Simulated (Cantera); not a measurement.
A Cantera script and what it prints.

```python
import numpy as np
import cantera as ct

gas_names = [...]  # 123 gases of nasa_gas.yaml made of C, H, O, Si
cond_names = """
    C(gr) C6H6(L) C7H8(L) C8H18(L),n-octa H2O(s) H2O(L) Si(cr) Si(L) SiC(b) SiO2(Lqz) SiO2(hqz) SiO2(L)
""".split()


# ... load() reads the species with a 1 bar reference pressure and builds the phases ...
atoms = {
    'HMDSO': {'Si': 2, 'C': 6, 'H': 18, 'O': 1},
    'CO2': {'C': 1, 'O': 2},
    'H2': {'H': 2},
}
top_T = {'C(gr)': 4500, 'SiC(b)': 3050}  # K; cautious upper limits of use, not melting points


# ... equilibrate(T, P, feed) seeds the gas with the atoms and calls Mixture.equilibrate('TP', solver="vcs", rtol=1e-11, max_steps=5000) ...
results = []
feed = {'HMDSO': 1, 'CO2': 2.6, 'H2': 39}  # mol
T = 725  # K
for P in [5, 15, 45, 140, 410, 1200, 3700, 11000, 33000, 100000]:
    mix = equilibrate(T, P, feed)
    results.append((T, P, feed, dict(zip(mix.species_names, mix.species_moles))))

top = {s: max(r[3][s] / sum(r[3][g] for g in gas_names) for r in results) for s in gas_names}
cols = sorted((s for s in top if top[s] > 1e-05), key=lambda s: -top[s])[:7]
seen = [c for c in cond_names if any(r[3].get(c, 0) > 1e-12 for r in results)]
print("log10 of partial pressures in bar; condensed amounts in mol")
print(f"{'P/Pa':>10s}" + "".join(f"{s[:9]:>10s}" for s in cols + seen))
for T, P, feed, n in results:
    ng = sum(n[g] for g in gas_names)
    print(f"{P:10.4g}" + "".join(f"{np.log10(max(n[s] / ng * P / 1e5, 1e-99)):10.3f}" for s in cols)
          + "".join(f"{n.get(c, 0):10.4g}" for c in seen))
```

Result:

```
log10 of partial pressures in bar; condensed amounts in mol
      P/Pa        H2       CH4       H2O        CO       CO2     C(gr) SiO2(Lqz)
         5    -4.321    -7.931    -7.702    -5.666    -8.171     6.415         2
        15    -3.844    -6.977    -6.760    -5.201    -7.241     6.442         2
        45    -3.367    -6.024    -5.840    -4.757    -6.353     6.504         2
       140    -2.876    -5.041    -4.939    -4.347    -5.533     6.589         2
       410    -2.415    -4.119    -4.163    -4.032    -4.904     6.461         2
      1200    -1.964    -3.218    -3.476    -3.795    -4.430     5.495         2
      3700    -1.517    -2.323    -2.834    -3.601    -4.042     2.694         2
   1.1e+04    -1.094    -1.630    -2.253    -3.596    -3.878         0         2
   3.3e+04    -0.620    -1.144    -1.740    -4.017    -4.260         0         2
     1e+05    -0.139    -0.661    -1.254    -4.492    -4.729         0         2
```

Method: chemical equilibrium by Gibbs-energy minimisation in Cantera with the NASA 1993 tables (ideal gas, pure condensed phases). The feed counts by its element totals alone.
